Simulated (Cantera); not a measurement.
What does this Cantera script print?

```python
import numpy as np
import cantera as ct

gas_names = """
    CL CLO CL2 Fe FeCL FeCL2 FeCL3 FeO Fe(OH)2 Fe2CL4 Fe2CL6 H HCL HOCL HO2 H2 H2O H2O2 O OH O2 O3
""".split()
cond_names = """
    Fe(a) Fe(c) Fe(d) Fe(L) FeCL2(s) FeCL2(L) FeCL3(s) FeCL3(L) FeO(s) FeO(L) Fe(OH)2(s) Fe(OH)3(s)
    Fe2O3(s) Fe3O4(s) H2O(s) H2O(L)
""".split()


# ... load() reads the species with a 1 bar reference pressure and builds the phases ...
atoms = {
    'Fe2O3': {'Fe': 2, 'O': 3},
    'HCl': {'H': 1, 'CL': 1},
    'O2': {'O': 2},
}
top_T = {'Fe2O3(s)': 1830, 'Fe3O4(s)': 1870}  # K; cautious upper limits of use, not melting points


# ... equilibrate(T, P, feed) seeds the gas with the atoms and calls Mixture.equilibrate('TP', solver="vcs", rtol=1e-11, max_steps=5000) ...
results = []
feed = {'Fe2O3': 1, 'HCl': 15, 'O2': 6.4}  # mol
T = 1048  # K
P = 1500  # Pa
mix = equilibrate(T, P, feed)
results.append((T, P, feed, dict(zip(mix.species_names, mix.species_moles))))
print(gas.report(threshold=0.001))
for i in range(1, mix.n_phases):
    print(f"{mix.phase(i).name:16s} {mix.phase_moles(i):12.5e} mol")
```

Output:

```
       temperature   1048 K
          pressure   1500 Pa
           density   0.0062803 kg/m^3
  mean mol. weight   36.483 kg/kmol
   phase of matter   gas

                          1 kg             1 kmol
                     ---------------   ---------------
          enthalpy       -1.3017e+06       -4.7491e+07  J
   internal energy       -1.5406e+06       -5.6204e+07  J
           entropy            7621.6        2.7805e+05  J/K
    Gibbs function       -9.2892e+06       -3.3889e+08  J
 heat capacity c_p            930.51             33947  J/K
 heat capacity c_v             702.6             25633  J/K

                      mass frac. Y      mole frac. X     chem. pot. / RT
                     ---------------   ---------------   ---------------
                CL         0.0016298         0.0016772               -18
               CL2           0.13801          0.071016           -36.001
             FeCL3         0.0050064         0.0011261           -86.678
               HCL           0.57795           0.57834           -39.739
               H2O          0.036429          0.073773           -59.572
                O2           0.24017           0.27383            -32.19
     [  +16 minor]        0.00080274        0.00023909

Fe(a)             0.00000e+00 mol
FeCL2(L)          0.00000e+00 mol
FeCL3(L)          0.00000e+00 mol
FeO(s)            0.00000e+00 mol
Fe(OH)2(s)        0.00000e+00 mol
Fe(OH)3(s)        0.00000e+00 mol
Fe2O3(s)          9.86032e-01 mol
Fe3O4(s)          0.00000e+00 mol
```

Equilibrium computed with Cantera from the NASA thermochemical tables; the gas is ideal and each condensed phase is pure.
